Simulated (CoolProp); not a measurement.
Values from CoolProp's reference Helmholtz-energy equation of state, Gao 2020.

Problem. For ammonia, give the phase and the Joule-Thomson coefficient (K/MPa), viscosity (µPa s), conductivity (mW/(m K)) at 437.4 K and 0.834 MPa; 437.4 K and 8.34 MPa; 437.4 K and 12.2 MPa.

Solution. 
- 437.4 K and 0.834 MPa: gas; Joule-Thomson coefficient 8.14, viscosity 15.4, conductivity 43.5
- 437.4 K and 8.34 MPa: gas; Joule-Thomson coefficient 7.15, viscosity 16.1, conductivity 56.9
- 437.4 K and 12.2 MPa: supercritical; Joule-Thomson coefficient 6.33, viscosity 17.9, conductivity 75.7

Viscosity comes from a separate model (Fenghour 1995). Thermal conductivity comes from a separate model (Tufeu 1984).
